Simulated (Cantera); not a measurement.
Feed: 1 mol TEOS, 18 mol N2O, 2.8 mol N2, 0.89 mol NO, 0.19 mol CO2, at 15.8 Torr.

Cantera equilibrium calculation (NASA polynomials, part measured and part estimated; ideal gas, pure solids and liquids). Candidate condensed phases: C, C6H6, C7H8, C8H18, H2O, Si, SiC, SiO2, Si2N2O, Si3N4; 151 gas species. The feed counts by its element totals alone. The tables hold silica as quartz up to 1696 K and as liquid above; real silica turns to tridymite and cristobalite and melts near 1996 K. Equilibrium is a limit: real reactors are often held back by kinetics, nucleation or transport.

At 1298 K, list the 5 most abundant gas species with their mole fractions, and the condensed phases.

N2 0.539, H2O 0.195, CO2 0.136, CO 0.0713, H2 0.0582. Condensed: SiO2(β-quartz).
